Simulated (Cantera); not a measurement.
# Transport properties of process gases

Gas mixture: 13.7 % N2O, 86.3 % NO, at 1.40 bar, frozen composition.

Cantera's kinetic-theory transport with the Lennard-Jones parameters of GRI-Mech 3.0, ideal gas; thermal conductivity in the mixture-averaged form. The composition is frozen, though it would react at the higher temperatures.

```csv
T (K),ρ (kg/m³),cp (J/kg/K),μ (µPa s),λ (mW/m/K),Pr,D (cm²/s) CH4,D (cm²/s) H2O,D (cm²/s) C2H2
400,1.34,993.2,22.5,31.4,0.712,0.257,0.270,0.192
600,0.896,1052,30.1,44.5,0.712,0.520,0.577,0.391
800,0.672,1111,36.6,56.9,0.715,0.848,0.970,0.642
1000,0.538,1156,42.5,68.5,0.717,1.24,1.44,0.937
1200,0.448,1185,47.9,79.4,0.715,1.68,1.97,1.27
1400,0.384,1209,53.0,89.7,0.715,2.17,2.57,1.65
```
D: mixture-averaged diffusion coefficient of that species in the mixture.
